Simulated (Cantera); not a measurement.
Input: 1 mol SiH4, 0.14 mol NH3, 6.7 mol H2, equilibrated at 1098.15 K and 1330 Pa.

Method: chemical equilibrium by Gibbs-energy minimisation in Cantera with the NASA 1993 tables (ideal gas, pure condensed phases). Candidate condensed phases: Si, Si3N4; 18 gas species. Mutual solubility and eutectic melting of coexisting phases are not modelled. Rates play no part.

Base state: H2 1.00 (mole fractions); condensed: Si(s) + Si3N4(s).

Q: What changes in the equilibrium state with this change: SiH4 replaced by SiF4?

A: 
```
species         before     after
-------------  -------  --------
H2                1.00     0.865
SiF4                 0     0.124
N2             6.74e-8   0.00877
HF                   0   0.00110
SiHF3                0  0.000909
SiF3                 0  0.000185
Si(s), mol       0.895         0
Si3N4(s), mol   0.0350         0
```
The tables' values for SiF3 are old estimates; treat these amounts as uncertain.
